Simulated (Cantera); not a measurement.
A closed system holds: 1 mol Ta, 2.7 mol CO₂, held at 1725 °C and 0.160 Pa.

Cantera equilibrium calculation (NASA polynomials, part measured and part estimated; ideal gas, pure solids and liquids). Kinetics and transport are ignored.

| species | before | after |
|---|---|---|
| CO | 0.860 | 0.609 |
| TaO₂ | 0.0511 | 0.220 |
| O | 0.0327 | 0.158 |
| CO₂ | 0.0526 | 0.00361 |
| TaO | 6.34e-5 | 0.00665 |
| O₂ | 0.00395 | 0.00216 |
| Ta₂O₅(s), mol | 0.424 | 0 |
Gas species are given as mole fractions.

Question: Name the change that produced these shifts.
A) temperature from 1725 °C to 2002 °C
B) CO₂ from 2.7 to 1.4 mol
C) pressure from 0.160 Pa to 200 Pa
D) CO₂ from 2.7 to 0.54 mol

Answer: A, temperature from 1725 °C to 2002 °C
